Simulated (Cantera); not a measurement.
An isothermal, constant-pressure homogeneous reactor starts with NH3 : N2 = 1 : 0.2 (molar parts), at 1350 K and 218 Torr. Integrator tolerance rtol = 1e-08.

Model: the gas-phase N/H chemistry of the illustrative SiF4/NH3 mechanism in the Surface Chemkin manual (1991), integrated in Cantera. Walls and surfaces, which speed up NH3 decomposition in real reactors, are not modelled.

Task: What does this change do: temperature 1350 to 1723 K?

Result: 
```json
[
 {"quantity": "x(NH3) at 2.00 s", "before": "0.832 (gas-phase equilibrium 9.26e-6)", "after": "0.400 (gas-phase equilibrium 3.15e-6)"},
 {"quantity": "x(NH) at 2.00 s", "before": "1.11e-8 (gas-phase equilibrium <1e-12)", "after": "1.20e-6 (gas-phase equilibrium 7.73e-11)"},
 {"quantity": "x(H2) at 2.00 s", "before": "0.00144 (gas-phase equilibrium 0.682)", "after": "0.354 (gas-phase equilibrium 0.682)"},
 {"quantity": "x(NH2) at 2.00 s", "before": "1.29e-5 (gas-phase equilibrium 9.57e-11)", "after": "0.000152 (gas-phase equilibrium 3.34e-9)"},
 {"quantity": "x(N2H2) at 2.00 s", "before": "1.73e-7 (gas-phase equilibrium <1e-12)", "after": "5.39e-7 (gas-phase equilibrium <1e-12)"},
 {"quantity": "x(H) at 2.00 s", "before": "1.23e-8 (gas-phase equilibrium 3.68e-6)", "after": "5.24e-5 (gas-phase equilibrium 0.000281)"},
 {"quantity": "x(N2) at 2.00 s", "before": "0.167 (gas-phase equilibrium 0.318)", "after": "0.245 (gas-phase equilibrium 0.318)"}
]
```
